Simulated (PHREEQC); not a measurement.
Synthetic water in mg/kgw, 25 °C, pH 7.16:

| constituent | mg/kgw |
|---|---|
| Na | 6060 |
| K | 11.4 |
| Ca | 209 |
| Mg | 712 |
| Cl | 10700 |
| S(6) as SO4 | 1540 |
| Alkalinity as HCO3 | 71.3 |
| Mn(2) | 8.5 |

Cl is adjusted to close the charge balance.
Valence states are taken as typed.

The numbers come from PHREEQC with the ion-association model, phreeqc.dat.

The ionic strength comes out as 0.362 mol/kgw. What activity coefficients do MgHCO3+, MnCl+, SO4-2, CO3-2, MnHCO3+ get?

MgHCO3+ 0.67, MnCl+ 0.70, SO4-2 0.23, CO3-2 0.25, MnHCO3+ 0.70.

No solid was allowed to form. Saturation is exceeded, for instance for Rhodochrosite; the values hold only as long as no solid forms.
